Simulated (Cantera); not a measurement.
Input: 1 mol CuF₂, 42 mol H₂, 4 mol N₂, equilibrated at 57.0 Torr.

Equilibrium computed with Cantera from the NASA thermochemical tables; the gas is ideal and each condensed phase is pure. Candidate condensed phases: Cu, CuF₂; 25 gas species. Kinetics and transport are ignored.

### Question
Which condensed phases are stable at each of these points (T (K)): 725, 825, 925, 1025, 1125, 1225, 1325, 1425, 1525, 1625, 1725, 1825, 1925?

### Answer
| T (K) | condensed phases | Cu condensed (%) |
|---|---|---|
| 725 | Cu(s) | 100.0 |
| 825 | Cu(s) | 100.0 |
| 925 | Cu(s) | 100.0 |
| 1025 | Cu(s) | 100.0 |
| 1125 | Cu(s) | 100.0 |
| 1225 | Cu(s) | 100.0 |
| 1325 | Cu(s) | 100.0 |
| 1425 | Cu(l) | 99.9 |
| 1525 | Cu(l) | 99.2 |
| 1625 | Cu(l) | 96.4 |
| 1725 | Cu(l) | 86.3 |
| 1825 | Cu(l) | 54.5 |
| 1925 | gas only | 0.0 |

From 725 K to 1325 K the condensed part is Cu(s). From 1425 K to 1825 K the condensed part is Cu(l). At 1925 K nothing is condensed.
